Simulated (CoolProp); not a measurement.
A simple Rankine cycle with cyclohexane: condensing at 319.15 K, boiler at 0.848 MPa, turbine inlet 460.7 K, turbine efficiency 0.9, pump efficiency 0.6, no recuperator. Each further row changes one setting.

The numbers come from the reference Helmholtz-energy equation of state, Zhou 2014 in CoolProp.

| case | thermal efficiency (%) | net work (kJ/kg) | heat in (kJ/kg) | turbine exit temperature (K) | volume ratio over the turbine |
|---|---|---|---|---|---|
| as stated | 19.1 | 115 | 603 | 388.4 | (withheld) |
| turbine inlet 480.7 K | (withheld) | (withheld) | 648 | 409.8 | 26.3 |
| condensing temperature 311.15 K | 20.3 | (withheld) | 618 | 382.1 | (withheld) |
| boiler pressure 0.594 MPa | 17.4 | 106 | 611 | 398.1 | (withheld) |
| turbine efficiency 0.8 | 17.0 | (withheld) | 603 | 395.8 | (withheld) |

### Question
Complete the blanks.

### Answer

- as stated, volume ratio over the turbine: 26.6
- turbine inlet 480.7 K, thermal efficiency (%): 18.8
- turbine inlet 480.7 K, net work (kJ/kg): 122
- condensing temperature 311.15 K, net work (kJ/kg): 126
- condensing temperature 311.15 K, volume ratio over the turbine: 36.0
- boiler pressure 0.594 MPa, volume ratio over the turbine: 18.1
- turbine efficiency 0.8, net work (kJ/kg): 102
- turbine efficiency 0.8, volume ratio over the turbine: 27.2
